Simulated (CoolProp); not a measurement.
The numbers come from the reference Helmholtz-energy equation of state, Penoncello 2003 in CoolProp.

Q: For CHF3 (R23), give the phase and the cp (kJ/(kg K)), viscosity (µPa s) at 144.8 K and 11.9 MPa; 475 K and 0.0518 MPa.

A: 
- 144.8 K and 11.9 MPa: liquid; cp 1.18, viscosity 888
- 475 K and 0.0518 MPa: gas; cp 0.963, viscosity 22.6

Viscosity comes from a separate model (Shan 2000).
